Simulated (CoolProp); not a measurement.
Vapour-liquid equilibrium of R134a (1) + R141b (2) at 0.00549 MPa; x and y are mole fractions of (1).

Computed with CoolProp (multi-fluid Helmholtz-energy mixture model, Tillner-Roth 1994 and Lemmon 2006; pair parameters Bell 2016).

| x | bubble temperature (°C) | y at the bubble point | dew temperature at overall composition x (°C) | liquid density (mol/L) |
|---|---|---|---|---|
| 0.05 | -46.0 | 0.643 | -31.8 | 11.77 |
| 0.2 | -62.2 | 0.912 | -34.5 | 12.36 |
| 0.35 | -67.8 | 0.953 | -37.6 | 12.81 |
| 0.5 | -70.4 | 0.968 | -41.4 | 13.23 |
| 0.65 | -71.9 | 0.976 | -46.3 | 13.67 |
| 0.8 | -73.1 | 0.983 | -53.3 | 14.14 |
| 0.95 | -74.4 | 0.994 | -67.3 | 14.66 |

No azeotrope shows between x = 0.05 and 0.95.

The pair parameters rest on a limited set of measurements; away from them the model extrapolates.
